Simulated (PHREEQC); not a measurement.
Dissolve 0.017 mol/kgw NaH2PO4, 0.067 mol/kgw KOH and 5.4e-05 mol/kgw NaCl at 25 °C. Closed to the air; pH follows from the charge balance.

The numbers come from PHREEQC with the ion-association model, wateq4f.dat.

This is a speciation only: nothing precipitates in the calculation.

Problem. Estimate the pH, ionic strength.

Solution. pH 12.43; ionic strength 0.128 mol/kgw.

Problem. In which forms is P present?

Solution. PO4-3 81 %, HPO4-2 18 %, KHPO4- 0.8 % of the P.

Complexes and solids missing from the database can't appear. H3PO4, which wateq4f.dat lacks, is added to it with the constant of phreeqc.dat.
